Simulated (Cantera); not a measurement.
Input: 1 mol SiO2, 3.2 mol H2, 94 mol N2, equilibrated at 1450 °C and 0.750 Torr.

These are equilibrium values from Cantera (NASA tables, ideal gas, pure condensed phases), not measurements of a reactor. Candidate condensed phases: H2O, Si, SiO2, Si2N2O, Si3N4; 35 gas species. The tables hold silica as quartz up to 1696 K and as liquid above; real silica turns to tridymite and cristobalite and melts near 1996 K. Equilibrium is a limit: real reactors are often held back by kinetics, nucleation or transport.

Base state: N2 0.963, H2 0.0287, SiO 0.00362, H2O 0.00361, H 0.000977 (mole fractions); condensed: SiO2(condensed).

Q: What changes in the equilibrium state with this change: temperature from 1450 °C to 1002 °C?

A: 
```csv
species,before,after
N2,0.963,0.967
H2,0.0287,0.0329
SiO,0.00362,5.07e-6
H2O,0.00361,5.07e-6
H,0.000977,4.23e-6
"SiO2(condensed), mol",0.647,0
"SiO2(β-quartz), mol",0,1.000
```
